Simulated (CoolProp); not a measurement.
Vapour-liquid equilibrium of n-heptane (1) + n-dodecane (2) at 194.15 °C; x and y are mole fractions of (1).

Computed with CoolProp (multi-fluid Helmholtz-energy mixture model, Span 2003 and Lemmon 2004; pair parameters Bell 2016).

Give the bubble pressure and the first vapour's composition at x = 0.2, 0.5, 0.95. Is there an azeotrope?

x = 0.2: 0.1938 MPa, y = 0.738; x = 0.5: 0.4295 MPa, y = 0.914; x = 0.95: 0.8330 MPa, y = 0.994. No azeotrope shows between x = 0.05 and 0.95.

Pair parameters are fitted to limited data, so mixtures are less certain than the pure fluids.
